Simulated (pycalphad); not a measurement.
An equivalent pycalphad script:

```python
from pycalphad import Database, equilibrium, calculate, variables as v
import numpy as np
db = Database('COST507.tdb')
comps = ['HF', 'C', 'VA']
phases = ['BCC_A2', 'FCC_A1', 'GRAPHITE', 'HCP_A3', 'LIQUID']
eq = equilibrium(db, comps, phases, {v.X('C'): 0.002, v.T: np.arange(3300, 499, -100), v.P: 101325, v.N: 1}, output=['HM', 'SM'])
```

All values are pycalphad results on the COST 507 light-alloy database (1999) (1 atm), not direct measurements. The database dates from 1999; later assessments differ in places, in temperatures and in the compounds included. Amounts are mole fractions of atoms. Diffusion is slow at the low end, where real alloys seldom reach equilibrium.

Results at three of the temperatures:

```
T = 3100.00 K, P = 101325 Pa, N = 1 mol of atoms
G = -278249 J/mol, H = 131586 J/mol, S = 132.20 J/(mol K)  (SER reference)
chemical potentials (J/mol): Hf -277884, C -460510
phase             fraction      x(Hf)       x(C)
LIQUID              1.0000     0.9980     0.0020
```

```
T = 2300.00 K, P = 101325 Pa, N = 1 mol of atoms
G = -179575 J/mol, H = 70815 J/mol, S = 108.87 J/(mol K)  (SER reference)
chemical potentials (J/mol): Hf -179237, C -348199
phase             fraction      x(Hf)       x(C)
BCC_A2              0.9994     0.9980     0.0020
HCP_A3              0.0006     0.9779     0.0221
```

```
T = 1400.00 K, P = 101325 Pa, N = 1 mol of atoms
G = -90915 J/mol, H = 32383 J/mol, S = 88.07 J/(mol K)  (SER reference)
chemical potentials (J/mol): Hf -90413, C -341287
phase             fraction      x(Hf)       x(C)
HCP_A3              1.0000     0.9980     0.0020
```

Changes of the phase set, refined by bisection:

| T (K) | phases above | phases below |
|---|---|---|
| 2502.7 | LIQUID | BCC_A2 + LIQUID |
| 2492.5 | BCC_A2 + LIQUID | BCC_A2 |
| 2300.9 | BCC_A2 | BCC_A2 + HCP_A3 |
| 2028.6 | BCC_A2 + HCP_A3 | HCP_A3 |

BCC_A2 is bcc; HCP_A3 is hcp. The fcc model also describes the rock-salt carbide or nitride (TiC, TiN, HfC).
